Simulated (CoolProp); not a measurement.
Vapour-liquid equilibrium of R152A (1) + methanol (2) at 152 kPa; x and y are mole fractions of (1).

Model: multi-fluid Helmholtz-energy mixture model, Outcalt 1996 and de Reuck 1993; pair parameters Bell 2016, in CoolProp.

Give the bubble temperature and the first vapour's composition at x = 0.45, 0.55, 0.75. Is there an azeotrope?

x = 0.45: 269.8 K, y = 0.980; x = 0.55: 268.3 K, y = 0.983; x = 0.75: 264.6 K, y = 0.989. No azeotrope shows between x = 0.05 and 0.95.

Pair parameters are fitted to limited data, so mixtures are less certain than the pure fluids. With so large a gap from Raoult's law the liquid may split in two, which this calculation doesn't test in full.
